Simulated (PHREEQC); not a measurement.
1 kg of water holding 0.054 mol/kgw K2SO4, 0.04 mol/kgw KHCO3 and 0.34 mol/kgw K2CO3 is evaporated at 25 °C; the solids stay in contact with the brine. CO2 from the air is kept out. The run lets Arcanite, Kalicinite, Misenite precipitate or redissolve, and no other solid.

The numbers come from PHREEQC with the Pitzer model, pitzer.dat.

```tsv
water left (kg)	ionic strength	water activity	Arcanite (mol)
1	1.22	0.982	0
0.8219	1.49	0.979	0
0.6755	1.81	0.974	0
0.5552	2.20	0.968	0
0.4563	2.68	0.961	0
0.3751	3.26	0.953	0
0.3082	3.96	0.942	0
0.2534	4.65	0.930	0.0148
0.2082	5.45	0.914	0.0292
0.1711	6.46	0.894	0.0390
0.1407	7.72	0.867	0.0454
0.1156	9.29	0.832	0.0494
0.09503	11.2	0.785	0.0517
0.0781	13.6	0.724	0.0530
0.06419	16.5	0.647	0.0536
```

Arcanite from water left = 0.2534 kg (pH 10.69).
